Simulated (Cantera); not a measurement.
A diamond (100) surface in a fixed gas of H2 with x(CH4) = 0.0046, x(H) = 0.00068, x(CH3) = 0.00055, 3200 Pa; coverages are run to steady state.

Cantera simulation using the Harris–Goodwin 1993 mechanism for the reconstructed diamond (100) surface; the numbers are that mechanism's predictions, not measurements.

θ: site fractions in the mechanism's names (c6HH fully hydrogenated, c6H* and c6*H radical sites, c6** diradical, c6HM methylated).

| T (K) | growth (µm/h) | θ c6HH | θ c6H* | θ c6*H | θ c6** | θ c6HM |
|---|---|---|---|---|---|---|
| 925 | ? | 0.401 | 0.00718 | 0.185 | 0.00256 | 0.318 |
| 975 | 4.14 | 0.423 | 0.0107 | 0.235 | 0.00418 | 0.245 |
| 1025 | 4.11 | 0.458 | 0.0157 | 0.301 | 0.00666 | 0.155 |
| 1075 | ? | 0.487 | 0.0220 | 0.371 | 0.00991 | 0.0731 |
| 1125 | ? | 0.491 | 0.0282 | 0.422 | 0.0132 | 0.0271 |
| 1175 | ? | 0.478 | 0.0336 | 0.452 | 0.0162 | 0.00912 |
| 1225 | 1.14 | 0.463 | 0.0384 | 0.469 | 0.0187 | 0.00305 |
| 1275 | 1.07 | 0.450 | 0.0429 | 0.479 | 0.0210 | 0.00104 |
| 1325 | ? | 0.442 | 0.0471 | 0.483 | 0.0230 | 0.000360 |
| 1375 | ? | 0.439 | 0.0509 | 0.483 | 0.0245 | 0.000129 |

**Question.** Complete the blanks.

**Answer.** 
- 925, growth (µm/h): 3.32
- 1075, growth (µm/h): 3.03
- 1125, growth (µm/h): 1.90
- 1175, growth (µm/h): 1.32
- 1325, growth (µm/h): 0.899
- 1375, growth (µm/h): 0.577
